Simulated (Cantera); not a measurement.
Charge: 1 mol Si, 0.59 mol F2, 10 mol H2, equilibrated at 1475 K and 1.33 mbar.

Cantera equilibrium calculation (NASA polynomials, part measured and part estimated; ideal gas, pure solids and liquids). Candidate condensed phases: Si; 25 gas species. The tables' values for SiF3, SiF2, SiF are old estimates; treat these amounts as uncertain. Kinetics and transport are ignored.

Base state: H2 0.959, SiF3 0.0136, SiF4 0.0115, SiF2 0.00955, HF 0.00522, SiHF3 0.000861, H 0.000348, SiH2F2 2.96e-5 (mole fractions); condensed: Si(s).

Task: What changes in the equilibrium state with this change: temperature from 1475 K to 750 K?

Result: 
```json
[
 {"species": "H2", "before": "0.959", "after": "0.971"},
 {"species": "SiF4", "before": "0.0115", "after": "0.0279"},
 {"species": "SiHF3", "before": "0.000861", "after": "0.000978"},
 {"species": "SiF3", "before": "0.0136", "after": "1.53e-6"},
 {"species": "SiF2", "before": "0.00955", "after": "<1e-9"},
 {"species": "H", "before": "0.000348", "after": "<1e-9"},
 {"species": "Si(s), mol", "before": "0.631", "after": "0.702"}
]
```

Task: What changes in the equilibrium state with this change: pressure from 1.33 mbar to 8.90 mbar?

Result: 
```csv
species,before,after
H2,0.959,0.963
SiF4,0.0115,0.0160
SiF3,0.0136,0.0108
SiF2,0.00955,0.00436
SiF,1.69e-5,4.42e-6
SiH2F2,2.96e-5,9.07e-5
H,0.000348,0.000135
SiHF3,0.000861,0.00178
"Si(s), mol",0.631,0.658
```
The tables' values for SiF3, SiF2 are old estimates; treat these amounts as uncertain.

Task: What changes in the equilibrium state with this change: temperature from 1475 K to 1373.15 K?

Result: 
| species | before | after |
|---|---|---|
| H2 | 0.959 | 0.965 |
| SiF4 | 0.0115 | 0.0183 |
| SiF3 | 0.0136 | 0.00922 |
| SiF2 | 0.00955 | 0.00336 |
| SiF | 1.69e-5 | 1.96e-6 |
| H | 0.000348 | 8.98e-5 |
| HF | 0.00522 | 0.00272 |
| Si(s), mol | 0.631 | 0.668 |
The tables' values for SiF3, SiF2 are old estimates; treat these amounts as uncertain.
